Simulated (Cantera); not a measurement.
Charge: 1 mol C6H6, 81 mol H2, at 2073 K.

Cantera equilibrium calculation (NASA polynomials, part measured and part estimated; ideal gas, pure solids and liquids). Candidate condensed phases: C, C6H6, C7H8, C8H18; 76 gas species. The ideal-gas law is rough above about 30 bar. Equilibrium is a limit: real reactors are often held back by kinetics, nucleation or transport.

Question: What share of the C ends up in condensed phases as a function of P (Pa), at 10, 46, 220, 1000, 4600, 22000, 100000, 460000, 2200000, 10000000?

Answer: 
| P (Pa) | C condensed (%) | as |
|---|---|---|
| 10 | 97.0 | C(graphite) |
| 46 | 96.8 | C(graphite) |
| 220 | 96.7 | C(graphite) |
| 1000 | 96.6 | C(graphite) |
| 4600 | 96.6 | C(graphite) |
| 22000 | 96.5 | C(graphite) |
| 100000 | 96.0 | C(graphite) |
| 460000 | 94.2 | C(graphite) |
| 2200000 | 85.6 | C(graphite) |
| 10000000 | 50.6 | C(graphite) |
